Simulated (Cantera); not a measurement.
## Equilibrium for hydrogen reduction and annealing atmospheres: Cu2O + H2 + H2O

Feed: 1 mol Cu2O, 1800 mol H2, 0.4 mol H2O, held at 2.20 mbar.

These are equilibrium values from Cantera (NASA tables, ideal gas, pure condensed phases), not measurements of a reactor. Candidate condensed phases: Cu, CuO, Cu(OH)2, Cu2O, H2O; 12 gas species. Rates play no part.

| T (K) | x H2 | x H | x Cu | x H2O | x OH | x O | n Cu(s) | n Cu(l) |
|---|---|---|---|---|---|---|---|---|
| 600 | 0.999 | <1e-12 | <1e-12 | 0.000778 | <1e-12 | <1e-12 | 2.00 | 0 |
| 800 | 0.999 | 6.17e-11 | <1e-12 | 0.000778 | <1e-12 | <1e-12 | 2.00 | 0 |
| 1000 | 0.999 | 4.84e-8 | 7.09e-9 | 0.000778 | <1e-12 | <1e-12 | 2.00 | 0 |
| 1200 | 0.999 | 4.21e-6 | 5.58e-6 | 0.000778 | 2.61e-11 | <1e-12 | 1.99 | 0 |
| 1400 | 0.999 | 0.000104 | 0.000613 | 0.000777 | 1.60e-9 | <1e-12 | 0 | 0.895 |
| 1600 | 0.997 | 0.00116 | 0.00111 | 0.000776 | 3.53e-8 | 3.40e-11 | 0 | 0 |
| 1800 | 0.991 | 0.00760 | 0.00111 | 0.000773 | 3.92e-7 | 2.33e-9 | 0 | 0 |
| 2000 | 0.964 | 0.0340 | 0.00109 | 0.000761 | 2.68e-6 | 6.92e-8 | 0 | 0 |
| 2200 | 0.885 | 0.113 | 0.00105 | 0.000719 | 1.28e-5 | 1.14e-6 | 0 | 0 |
x: gas mole fraction; n: condensed amount in mol.

From 600 K to 1200 K the condensed part is Cu(s). At 1400 K the condensed part is Cu(l). From 1600 K to 2200 K nothing is condensed.
